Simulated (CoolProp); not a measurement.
Vapour-liquid equilibrium of n-octane (1) + m-xylene (2) at 65.95 °C; x and y are mole fractions of (1).

The numbers come from the multi-fluid Helmholtz-energy mixture model, Beckmüller 2019 and Zhou 2012; pair parameters Bell 2016 in CoolProp.

```csv
x,bubble pressure (MPa),y at the bubble point,dew pressure at overall composition x (MPa),liquid density (mol/L)
0.05,0.008868,0.084,0.008735,7.640
0.125,0.009332,0.197,0.009032,7.465
0.2,0.009771,0.296,0.009346,7.295
0.275,0.01019,0.386,0.009675,7.132
0.35,0.01059,0.467,0.01002,6.975
0.425,0.01097,0.541,0.01038,6.823
0.5,0.01133,0.611,0.01076,6.676
0.575,0.01169,0.676,0.01115,6.535
0.65,0.01203,0.738,0.01155,6.398
0.725,0.01235,0.797,0.01196,6.266
0.8,0.01267,0.854,0.01237,6.139
0.875,0.01298,0.910,0.01279,6.015
0.95,0.01328,0.964,0.01320,5.896
```

No azeotrope shows between x = 0.05 and 0.95.

Pair parameters are fitted to limited data, so mixtures are less certain than the pure fluids.
